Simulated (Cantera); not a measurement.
# Oxide etching and cleaning by halides: CuO + HF + N2

Feed: 1 mol CuO, 1.9 mol HF, a varied amount of N2, equilibrated at 1673 K and 5.63 Torr.

These are equilibrium values from Cantera (NASA tables, ideal gas, pure condensed phases), not measurements of a reactor. Candidate condensed phases: Cu, CuF2, CuO, Cu(OH)2, Cu2O, H2O; 45 gas species. Each liquid is taken as pure. Mutual solubility and eutectic melting of coexisting phases are not modelled. The numbers say what is thermodynamically allowed, not how fast it happens.

| n(N2) (mol) | log p HF | log p N2 | log p O2 | log p CuF | log p H2O | log p Cu | log p NO | n Cu(l) | n Cu2O(l) |
|---|---|---|---|---|---|---|---|---|---|
| 0.45 | -2.39 | -2.93 | -3.06 | -3.09 | -3.39 | -3.95 | -5.19 | 0.314 | 0.163 |
| 0.54 | -2.40 | -2.87 | -3.06 | -3.10 | -3.40 | -3.95 | -5.16 | 0.363 | 0.136 |
| 0.63 | -2.42 | -2.82 | -3.06 | -3.11 | -3.41 | -3.95 | -5.13 | 0.411 | 0.110 |
| 0.75 | -2.44 | -2.76 | -3.06 | -3.12 | -3.42 | -3.95 | -5.10 | 0.475 | 0.0742 |
| 0.89 | -2.46 | -2.71 | -3.06 | -3.14 | -3.44 | -3.95 | -5.08 | 0.550 | 0.0330 |
| 1.1 | -2.49 | -2.65 | -3.07 | -3.16 | -3.46 | -3.95 | -5.05 | 0.608 | 0 |
| 1.2 | -2.50 | -2.62 | -3.08 | -3.17 | -3.47 | -3.95 | -5.04 | 0.605 | 0 |
| 1.5 | -2.54 | -2.56 | -3.12 | -3.20 | -3.50 | -3.95 | -5.03 | 0.597 | 0 |
| 1.7 | -2.56 | -2.52 | -3.14 | -3.22 | -3.52 | -3.95 | -5.02 | 0.591 | 0 |
| 2.1 | -2.60 | -2.47 | -3.18 | -3.25 | -3.55 | -3.95 | -5.02 | 0.581 | 0 |
| 2.5 | -2.64 | -2.43 | -3.22 | -3.28 | -3.58 | -3.95 | -5.02 | 0.571 | 0 |
log p: log10 of the partial pressure in bar; n: condensed amount in mol.

From 0.45 mol N2 to 0.89 mol N2 the condensed part is Cu(l) + Cu2O(l). From 1.1 mol N2 to 2.5 mol N2 the condensed part is Cu(l). The main Cu-bearing gas is CuF throughout. The share of Cu in condensed phases is highest at 0.45 mol N2 (64.0 %) and lowest at 2.5 mol N2 (57.1 %).
